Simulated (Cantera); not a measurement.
Cantera run, input and output.

```python
import numpy as np
import cantera as ct

gas = ct.Solution("gri30.yaml")
gas.TPX = 373, 70000, {'CH4': 1, 'O2': 1.54, 'N2': 7.54}
flame = ct.FreeFlame(gas, width=0.051)
flame.set_refine_criteria(ratio=3, slope=0.08, curve=0.16)
flame.transport_model = "mixture-averaged"
flame.solve(loglevel=0, auto=True)
z, T = flame.grid, flame.T
thick = (T[-1] - T[0]) / np.gradient(T, z).max()
show = ['CH4', 'O2', 'CH2O', 'N2O', 'CO', 'H2']
print(f"laminar burning velocity  {flame.velocity[0] * 100:.3f} cm/s")
print(f"burnt temperature         {T[-1]:.1f} K")
print(f"thermal thickness         {thick * 1e3:.4f} mm")
print(f"grid points               {len(z)}")
z0 = z[flame.heat_release_rate.argmax()]
print(f"{'z/mm':>9s}{'T/K':>9s}{'u/(m/s)':>9s}" + "".join(f"{s:>11s}" for s in show))
rows = []
for k in (-3, -2, -1.5, -1, -0.5, -0.25, 0, 0.25, 0.5, 1, 2, 4, 8):
    zz = z0 + k * thick
    rows.append([k * thick, np.interp(zz, z, T), np.interp(zz, z, flame.velocity),
                 *(np.interp(zz, z, flame.X[gas.species_index(s)]) for s in show)])
    print(f"{rows[-1][0] * 1e3:9.3f}{rows[-1][1]:9.1f}{rows[-1][2]:9.3f}" + "".join(f"{x:11.3e}" for x in rows[-1][3:]))
```

Result:

```
laminar burning velocity  18.120 cm/s
burnt temperature         1866.0 K
thermal thickness         1.3253 mm
grid points               134
     z/mm      T/K  u/(m/s)        CH4         O2       CH2O        N2O         CO         H2
   -3.976    373.4    0.182  9.893e-02  1.524e-01  6.317e-08  4.483e-13  7.061e-06  2.305e-03
   -2.651    379.5    0.185  9.810e-02  1.515e-01  1.742e-06  1.280e-11  1.203e-04  6.420e-03
   -1.988    404.0    0.198  9.606e-02  1.494e-01  1.281e-05  9.751e-11  6.512e-04  1.129e-02
   -1.325    539.8    0.268  8.685e-02  1.391e-01  1.228e-04  1.032e-09  4.302e-03  1.960e-02
   -0.663   1000.3    0.505  5.550e-02  9.801e-02  6.090e-04  7.551e-09  2.108e-02  3.010e-02
   -0.331   1358.4    0.692  2.927e-02  6.019e-02  6.284e-04  1.485e-08  3.734e-02  3.514e-02
    0.000   1673.2    0.857  6.796e-03  2.181e-02  2.517e-04  1.930e-08  5.264e-02  3.787e-02
    0.331   1796.4    0.920  6.403e-04  4.593e-03  4.455e-05  1.403e-08  5.464e-02  3.727e-02
    0.663   1822.4    0.931  5.820e-05  9.007e-04  5.228e-06  8.642e-09  5.163e-02  3.739e-02
    1.325   1834.5    0.935  1.363e-06  1.212e-04  1.527e-07  5.098e-09  4.876e-02  3.837e-02
    2.651   1844.2    0.939  2.266e-08  5.619e-05  2.956e-09  3.502e-09  4.805e-02  3.894e-02
    5.301   1853.8    0.944  3.523e-10  2.609e-05  5.654e-10  2.414e-09  4.822e-02  3.916e-02
   10.602   1861.4    0.947  4.951e-12  8.964e-06  5.469e-10  1.868e-09  4.844e-02  3.931e-02
```

Computed with Cantera and GRI-Mech 3.0 (53 species, 325 reactions). Burning velocities carry a grid error of a few per cent, more on coarse grids.
